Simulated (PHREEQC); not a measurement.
Solution (25 °C): 35 mmol/kgw NH3, 0.085 mmol/kgw H4SiO4 and 8.9 mmol/kgw Na2CO3. Closed to the air; pH follows from the charge balance.

All values are PHREEQC results (ion-association model, wateq4f.dat), not measurements.

```csv
quantity,before,after
pH,11.06,10.94
NaCO3- (mol/kgw),0.00120,0.000356
HCO3- (mol/kgw),0.000824,0.000618
SI of Quartz (SiO2),-1.41,-1.58
```

Problem. Which change was made?
(A) 0.00061 mol/kgw Na2SeO3 added
(B) H4SiO4 replaced by K2SiO3 at the same molality
(C) diluted 2-fold with water
(D) diluted 5-fold with water
(E) H4SiO4 from 8.5e-05 to 4.25e-05 mol/kgw

Solution. C, diluted 2-fold with water

Precipitation was switched off in this run.
